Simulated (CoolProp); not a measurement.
R1224YDZ at 298.15 K and 1.02 MPa is throttled through a valve to 0.0904 MPa with no heat exchange. Each further row changes one setting.

Values from CoolProp's reference Helmholtz-energy equation of state, Akasaka 2023.

```csv
case,temperature change (K),final phase,final density (kg/m³)
as stated,-13.1,"two-phase, vapour fraction 0.089",64.2
outlet pressure 0.0271 MPa,-40.1,"two-phase, vapour fraction 0.245",7.80
outlet pressure 0.118 MPa,-6.1,"two-phase, vapour fraction 0.043",157
```
